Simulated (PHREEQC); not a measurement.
A PHREEQC speciation (ion-association model, wateq4f.dat) at 18 °C gives pH 4.80 and these molalities:

```json
[
 {"species": "SO4-2", "mol/kgw": "0.0172"},
 {"species": "Cu+2", "mol/kgw": "0.0172"},
 {"species": "CuSO4", "mol/kgw": "0.0107"},
 {"species": "H+", "mol/kgw": "1.89e-5"},
 {"species": "HSO4-", "mol/kgw": "1.22e-5"},
 {"species": "Cu2(OH)2+2", "mol/kgw": "1.19e-5"},
 {"species": "CuOH+", "mol/kgw": "6.05e-6"}
]
```

Question: What are the element totals, and what could have been dissolved in 1 kg of water to give them?

Answer: This is not unique; one that fits is totals Cu(2) 0.0280, S(6) 0.0280 mol/kgw, from 0.028 mol CuSO4 per kg of water.

This is a speciation only: nothing precipitates in the calculation. Species that the database lacks are ignored.
